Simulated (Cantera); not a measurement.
Cantera run, input and output.

```python
import numpy as np
import cantera as ct

gas = ct.Solution("gri30.yaml")
gas.TPX = 1900, 1333, {'CH4': 1, 'N2': 120}
reactor = ct.IdealGasConstPressureReactor(gas, energy="off", clone=False)
net = ct.ReactorNet([reactor])
net.rtol, net.atol = 1e-08, 1e-18
show = ['CH4', 'C2H6', 'C2H2', 'H', 'H2']
times = np.geomspace(6e-05, 200, 13)

steps = ct.SolutionArray(gas, extra=["t"])
rows = []
print(f"{'t/s':>10s}{'T/K':>9s}{'P/Pa':>11s}" + "".join(f"{s:>11s}" for s in show))
for t in times:
    while net.time < t:
        t_next = net.step()
        steps.append(gas.state, t=t_next)
    rows.append([np.interp(t, steps.t, y) for y in (steps.T, steps.P, *steps(*show).X.T)])
    print(f"{t:10.3e}{rows[-1][0]:9.1f}{rows[-1][1]:11.4g}" + "".join(f"{x:11.3e}" for x in rows[-1][2:]))
rate = np.gradient(steps.T, steps.t)
print("integrator steps:", len(steps.t))
if steps.T.max() > steps.T[0] + 200:
    print(f"time of steepest temperature rise: {steps.t[rate.argmax()]:.4e} s")
gas.TPX = 1900, 1333, {'CH4': 1, 'N2': 120}
gas.equilibrate("TP")
print(f"equilibrium (TP): T = {gas.T:.1f} K  " + "  ".join(f"{s} {gas[s].X[0]:.3e}" for s in show))
```

It prints:

```
       t/s      T/K       P/Pa        CH4       C2H6       C2H2          H         H2
 6.000e-05   1900.0       1333  8.263e-03  6.813e-14  1.610e-15  8.706e-07  1.473e-07
 2.098e-04   1900.0       1333  8.259e-03  3.554e-12  3.880e-13  2.140e-06  1.418e-06
 7.333e-04   1900.0       1333  8.243e-03  1.593e-10  1.135e-10  3.117e-06  9.324e-06
 2.564e-03   1900.0       1333  8.180e-03  3.575e-09  2.482e-08  3.344e-06  4.081e-05
 8.963e-03   1900.0       1333  7.934e-03  4.891e-08  3.820e-06  5.788e-06  1.858e-04
 3.133e-02   1900.0       1333  6.230e-03  3.261e-07  3.657e-04  3.416e-05  2.007e-03
 1.095e-01   1900.0       1333  1.667e-03  7.283e-08  3.021e-03  1.114e-04  9.350e-03
 3.830e-01   1900.0       1333  1.961e-04  2.339e-09  3.939e-03  1.890e-04  1.184e-02
 1.339e+00   1900.0       1333  1.207e-05  1.725e-11  4.034e-03  2.689e-04  1.213e-02
 4.681e+00   1900.0       1333  1.617e-07  5.334e-15  4.035e-03  3.529e-04  1.212e-02
 1.636e+01   1900.0       1333  1.670e-08  2.924e-16  4.034e-03  5.518e-04  1.202e-02
 5.721e+01   1900.0       1333  3.611e-09  1.970e-16  4.033e-03  7.432e-04  1.192e-02
 2.000e+02   1900.0       1333  3.451e-09  1.973e-16  4.032e-03  7.557e-04  1.191e-02
integrator steps: 1450
equilibrium (TP): T = 1900.0 K  CH4 6.060e-09  C2H6 3.585e-17  C2H2 1.494e-04  H 7.558e-04  H2 1.192e-02
```

Model: GRI-Mech 3.0 (53 species, 325 reactions), integrated in Cantera. GRI-Mech 3.0 stops at C3 and has no aromatics, soot or wall deposition, so with more carbon than oxygen in the feed, carbon stays in small species such as C2H2 where larger ones or solid carbon would form. Radical loss at walls, strong at low pressure, is not modelled.
